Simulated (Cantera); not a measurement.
SiCl4 + H2 (chlorosilane synthesis and conversion)

Charge: 1 mol SiCl4, 0.73 mol H2, at 101000 Pa.

These are equilibrium values from Cantera (NASA tables, ideal gas, pure condensed phases), not measurements of a reactor. Candidate condensed phases: Si; 19 gas species. The tables' values for SiCl3 are old estimates; treat these amounts as uncertain. Rates play no part.

From 575 K to 925 K nothing is condensed. The main Si-bearing gas is SiCl4 throughout.

| T (K) | x SiCl4 | x H2 | x HCl | x SiHCl3 | x SiCl3 |
|---|---|---|---|---|---|
| 575 | 0.576 | 0.420 | 0.00190 | 0.00190 | 3.62e-9 |
| 625 | 0.575 | 0.419 | 0.00341 | 0.00341 | 3.93e-8 |
| 675 | 0.572 | 0.416 | 0.00560 | 0.00559 | 2.99e-7 |
| 725 | 0.570 | 0.413 | 0.00853 | 0.00851 | 1.71e-6 |
| 775 | 0.566 | 0.410 | 0.0123 | 0.0122 | 7.80e-6 |
| 825 | 0.561 | 0.405 | 0.0168 | 0.0167 | 2.95e-5 |
| 875 | 0.556 | 0.400 | 0.0222 | 0.0219 | 9.51e-5 |
| 925 | 0.550 | 0.394 | 0.0283 | 0.0278 | 0.000269 |
x: gas mole fraction; nothing condenses.
